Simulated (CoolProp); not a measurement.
A single-stage vapour-compression cycle with the fluid: evaporating at 196.15 K (dew point), condensing at 264.15 K (bubble point), superheat 5 K, subcooling 2 K, compressor efficiency 0.85, no pressure losses. The same conditions are run with several fluids, on thermodynamics alone (safety and materials aside).

Model: reference Helmholtz-energy equation of state of each fluid (R115: Lemmon 2016; propylene: Lemmon 2013; propane: Lemmon 2009; hydrogen sulfide: Lemmon 2006; C3F8 (R218): Lemmon 2006; R143a: Lemmon and Jacobsen 2000), in CoolProp.

Question: Rank R115, propylene, propane, hydrogen sulfide, C3F8 (R218), R143a by cooling COP, highest first.

Answer: propane (1.88), propylene (1.87), R143a (1.82), hydrogen sulfide (1.75), R115 (1.72), C3F8 (R218) (1.53)

```
fluid             pressure ratio  discharge temperature (K)  refrigerating effect (kJ/kg)  volumetric capacity (kJ/m³)
----------------  --------------  -------------------------  ----------------------------  ---------------------------
R115                        25.9                      280.5                          80.0                         94.6
propylene                   20.9                      331.1                           329                          177
propane                     22.5                      318.8                           317                          134
hydrogen sulfide            19.6                      451.3                           438                          361
C3F8 (R218)                 29.3                      264.4                          58.1                         68.9
R143a                       24.1                      313.7                           161                          158
```
